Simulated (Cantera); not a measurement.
**Thermodynamics of silicon oxide and oxynitride deposition, feed HMDSO + CO2**

Feed: 1 mol HMDSO, a varied amount of CO2, held at 1223 K and 9000 Pa.

Cantera equilibrium calculation (NASA polynomials, part measured and part estimated; ideal gas, pure solids and liquids). Candidate condensed phases: C, C6H6, C7H8, C8H18, H2O, Si, SiC, SiO2; 123 gas species. The feed counts by its element totals alone. Mutual solubility and eutectic melting of coexisting phases are not modelled. The tables hold silica as quartz up to 1696 K and as liquid above; real silica turns to tridymite and cristobalite and melts near 1996 K. Kinetics and transport are ignored.

```json
[
 {"n(CO2) (mol)": "1.4", "x H2": "0.998", "x CO": "0.00107", "x CO2": "1.42e-9", "x H2O": "1.93e-6", "x CH4": "0.00119", "x H": "1.00e-6", "x SiO": "5.02e-7", "x C2H2 (acetylene)": "1.56e-7", "n C(graphite)": "7.27", "n SiC(s)": "0.105", "n SiO2(β-quartz)": "1.90"},
 {"n(CO2) (mol)": "3.2", "x H2": "0.725", "x CO": "0.274", "x CO2": "9.29e-5", "x H2O": "0.000359", "x CH4": "0.000630", "x H": "8.53e-7", "x SiO": "1.96e-9", "x C2H2 (acetylene)": "1.14e-7", "n C(graphite)": "5.80", "n SiC(s)": "0", "n SiO2(β-quartz)": "2.00"},
 {"n(CO2) (mol)": "4.9", "x H2": "0.569", "x CO": "0.430", "x CO2": "0.000229", "x H2O": "0.000442", "x CH4": "0.000388", "x H": "7.56e-7", "x SiO": "1.25e-9", "x C2H2 (acetylene)": "8.91e-8", "n C(graphite)": "4.10", "n SiC(s)": "0", "n SiO2(β-quartz)": "2.00"},
 {"n(CO2) (mol)": "6.7", "x H2": "0.463", "x CO": "0.535", "x CO2": "0.000355", "x H2O": "0.000449", "x CH4": "0.000258", "x H": "6.82e-7", "x SiO": "1.00e-9", "x C2H2 (acetylene)": "7.26e-8", "n C(graphite)": "2.31", "n SiC(s)": "0", "n SiO2(β-quartz)": "2.00"},
 {"n(CO2) (mol)": "8.5", "x H2": "0.391", "x CO": "0.608", "x CO2": "0.000458", "x H2O": "0.000430", "x CH4": "0.000183", "x H": "6.27e-7", "x SiO": "8.82e-10", "x C2H2 (acetylene)": "6.12e-8", "n C(graphite)": "0.516", "n SiC(s)": "0", "n SiO2(β-quartz)": "2.00"},
 {"n(CO2) (mol)": "10", "x H2": "0.342", "x CO": "0.618", "x CO2": "0.0221", "x H2O": "0.0179", "x CH4": "3.00e-6", "x H": "5.86e-7", "x SiO": "1.86e-11", "x C2H2 (acetylene)": "2.45e-11", "n C(graphite)": "0", "n SiC(s)": "0", "n SiO2(β-quartz)": "2.00"},
 {"n(CO2) (mol)": "12", "x H2": "0.288", "x CO": "0.601", "x CO2": "0.0654", "x H2O": "0.0457", "x CH4": "6.79e-7", "x H": "5.38e-7", "x SiO": "6.11e-12", "x C2H2 (acetylene)": "2.11e-12", "n C(graphite)": "0", "n SiC(s)": "0", "n SiO2(β-quartz)": "2.00"},
 {"n(CO2) (mol)": "14", "x H2": "0.245", "x CO": "0.583", "x CO2": "0.107", "x H2O": "0.0656", "x CH4": "2.83e-7", "x H": "4.96e-7", "x SiO": "3.62e-12", "x C2H2 (acetylene)": "<1e-12", "n C(graphite)": "0", "n SiC(s)": "0", "n SiO2(β-quartz)": "2.00"},
 {"n(CO2) (mol)": "16", "x H2": "0.211", "x CO": "0.564", "x CO2": "0.146", "x H2O": "0.0797", "x CH4": "1.43e-7", "x H": "4.60e-7", "x SiO": "2.56e-12", "x C2H2 (acetylene)": "<1e-12", "n C(graphite)": "0", "n SiC(s)": "0", "n SiO2(β-quartz)": "2.00"}
]
```
x: gas mole fraction; n: condensed amount in mol.

At 1.4 mol CO2 the condensed part is C(graphite) + SiC(s) + SiO2(β-quartz). From 3.2 mol CO2 to 8.5 mol CO2 the condensed part is C(graphite) + SiO2(β-quartz). From 10 mol CO2 to 16 mol CO2 the condensed part is SiO2(β-quartz).
